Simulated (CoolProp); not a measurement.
Vapour-liquid equilibrium of diethyl ether (1) + n-hexane (2) at 1.7 bar; x and y are mole fractions of (1).

The numbers come from the multi-fluid Helmholtz-energy mixture model, Thol 2014 and Thol 2019; pair parameters Bell 2016 in CoolProp.

| x | bubble temperature, mixture model (°C) | bubble temperature, Raoult's law (°C) | y, mixture model | y, Raoult's law |
|---|---|---|---|---|
| 0.05 | (withheld) | 83.1 | (withheld) | 0.128 |
| 0.15 | 76.1 | 77.7 | 0.348 | 0.334 |
| 0.25 | 71.2 | 72.9 | 0.494 | 0.491 |
| 0.35 | 67.1 | 68.7 | 0.605 | 0.612 |
| 0.45 | 63.7 | 65.0 | 0.693 | 0.709 |
| 0.55 | 60.6 | 61.6 | (withheld) | 0.786 |
| 0.65 | (withheld) | 58.6 | 0.830 | 0.850 |
| 0.75 | 55.4 | 55.8 | 0.885 | 0.902 |
| 0.85 | (withheld) | 53.3 | (withheld) | 0.946 |
| 0.95 | 50.9 | 51.0 | 0.979 | 0.984 |

Problem. What belongs in the gaps?

Solution. 
- 0.05, bubble temperature, mixture model (°C): 82.3
- 0.05, y, mixture model: 0.140
- 0.55, y, mixture model: 0.767
- 0.65, bubble temperature, mixture model (°C): 57.9
- 0.85, bubble temperature, mixture model (°C): 53.1
- 0.85, y, mixture model: 0.935

The largest gap from Raoult's law is -1.7 K in bubble temperature, at x = 0.25. No azeotrope shows between x = 0.05 and 0.95.

The pair parameters rest on a limited set of measurements; away from them the model extrapolates.
